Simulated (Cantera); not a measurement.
A Cantera script and what it prints.

```python
import numpy as np
import cantera as ct

gas_names = """
    H HNO HNO2 HNO3 HO2 H2 H2O H2O2 N NH NH2 NH3 NH2OH NO NO2 NO3 N2 N2H2 N2H4 N2O O OH O2 O3 Si SiH
    SiH2 SiH3 SiH4 SiN SiO SiO2 Si2 Si2N Si3
""".split()
cond_names = """
    H2O(s) H2O(L) Si(cr) Si(L) SiO2(Lqz) SiO2(hqz) SiO2(L) Si2N2O(s) Si3N4(a)
""".split()


# ... load() reads the species with a 1 bar reference pressure and builds the phases ...
atoms = {
    'Si': {'Si': 1},
    'H2O': {'H': 2, 'O': 1},
    'N2': {'N': 2},
}
top_T = {'Si2N2O(s)': 2100, 'Si3N4(a)': 2400}  # K; cautious upper limits of use, not melting points


# ... equilibrate(T, P, feed) seeds the gas with the atoms and calls Mixture.equilibrate('TP', solver="vcs", rtol=1e-11, max_steps=5000) ...
results = []
feed = {'Si': 1, 'H2O': 0.0031, 'N2': 25}  # mol
P = 91  # Pa
for T in [998, 1098, 1198, 1298, 1398, 1498, 1598, 1698, 1798, 1898, 1998, 2098]:
    mix = equilibrate(T, P, feed)
    results.append((T, P, feed, dict(zip(mix.species_names, mix.species_moles))))

top = {s: max(r[3][s] / sum(r[3][g] for g in gas_names) for r in results) for s in gas_names}
cols = sorted((s for s in top if top[s] > 0.001), key=lambda s: -top[s])[:8]
seen = [c for c in cond_names if any(r[3].get(c, 0) > 1e-12 for r in results)]
print("log10 of partial pressures in bar; condensed amounts in mol")
print(f"{'T/K':>10s}" + "".join(f"{s[:9]:>10s}" for s in cols + seen))
for T, P, feed, n in results:
    ng = sum(n[g] for g in gas_names)
    print(f"{T:10.4g}" + "".join(f"{np.log10(max(n[s] / ng * P / 1e5, 1e-99)):10.3f}" for s in cols)
          + "".join(f"{n.get(c, 0):10.4g}" for c in seen))
```

It prints:

```
log10 of partial pressures in bar; condensed amounts in mol
       T/K        N2        Si     Si(L) Si2N2O(s)  Si3N4(a)
       998    -3.041   -20.988         0    0.0031    0.3313
      1098    -3.041   -17.670         0    0.0031    0.3313
      1198    -3.041   -14.911         0    0.0031    0.3313
      1298    -3.041   -12.581         0  0.003094    0.3313
      1398    -3.041   -10.588         0  0.002807    0.3314
      1498    -3.041    -8.865         0         0    0.3323
      1598    -3.041    -7.361         0         0    0.3319
      1698    -3.041    -6.183    0.9771         0         0
      1798    -3.043    -5.511    0.9056         0         0
      1898    -3.047    -4.911    0.6338         0         0
      1998    -3.058    -4.476         0         0         0
      2098    -3.058    -4.465         0         0         0
```

These are equilibrium values from Cantera (NASA tables, ideal gas, pure condensed phases), not measurements of a reactor. N2 is the only nitrogen source here; it is nearly inert below about 1500 K, so the nitride shown seldom forms there in practice. Mutual solubility and eutectic melting of coexisting phases are not modelled. The tables' values for SiN are old estimates; treat these amounts as uncertain.
